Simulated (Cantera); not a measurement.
# Abatement and gas-phase synthesis: H2S + SO2

Input: 1 mol H2S, 0.0045 mol SO2, at 0.000220 bar.

Equilibrium computed with Cantera from the NASA thermochemical tables; the gas is ideal and each condensed phase is pure. Candidate condensed phases: H2O, H2SO4, S; 19 gas species. Kinetics and transport are ignored.

| T (°C) | x H | x H2 | x S | x S2 | x SH |
|---|---|---|---|---|---|
| 1777 | 0.109 | 0.512 | 0.135 | 0.210 | 0.0261 |
| 1827 | 0.144 | 0.472 | 0.170 | 0.181 | 0.0258 |
| 1877 | 0.186 | 0.427 | 0.207 | 0.150 | 0.0246 |
| 1927 | 0.233 | 0.377 | 0.244 | 0.119 | 0.0226 |
| 1977 | 0.285 | 0.324 | 0.276 | 0.0901 | 0.0200 |
| 2027 | 0.340 | 0.271 | 0.302 | 0.0650 | 0.0169 |
| 2077 | 0.395 | 0.221 | 0.321 | 0.0451 | 0.0138 |
| 2127 | 0.448 | 0.175 | 0.332 | 0.0303 | 0.0109 |
| 2177 | 0.496 | 0.134 | 0.338 | 0.0200 | 0.00836 |
| 2227 | 0.537 | 0.101 | 0.339 | 0.0132 | 0.00631 |
| 2277 | 0.571 | 0.0736 | 0.339 | 0.00872 | 0.00470 |
| 2327 | 0.596 | 0.0531 | 0.338 | 0.00583 | 0.00349 |
| 2377 | 0.616 | 0.0379 | 0.337 | 0.00396 | 0.00259 |
x: gas mole fraction; nothing condenses.

From 1777 °C to 2377 °C nothing is condensed.
